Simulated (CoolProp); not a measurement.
Saturation properties of R114.

Computed with CoolProp (reference Helmholtz-energy equation of state, Platzer 1990). This equation is an older, rougher fit; its heat capacities, sound speeds and derivatives of the liquid may be far off and weren't checked against measurements.

```csv
T (K),p (kPa),liquid density (kg/m³),vapour density (kg/m³),surface tension (mN/m)
325,469.5,1367,33.86,…
332.6,571.6,1341,41.19,7.17
340.1,…,1313,49.69,6.40
347.6,820.7,1284,59.66,5.64
355.1,971.8,1253,71.37,4.90
362.6,1143,1221,85.18,4.19
370.1,1335,1186,…,…
377.6,1550,1147,121.2,2.84
385.2,1795,…,145.5,2.19
392.7,…,…,…,1.60
400.2,2361,997.2,214.3,1.04
```

Task: What belongs in the gaps?

Result: 
- 325, surface tension (mN/m): 7.98
- 340.1, p (kPa): 687.8
- 370.1, vapour density (kg/m³): 101.6
- 370.1, surface tension (mN/m): 3.50
- 385.2, liquid density (kg/m³): 1104
- 392.7, p (kPa): 2063
- 392.7, liquid density (kg/m³): 1055
- 392.7, vapour density (kg/m³): 175.5

It boils at 276.7 K under 1 atm.

Surface tension comes from a separate correlation (Mulero 2012).
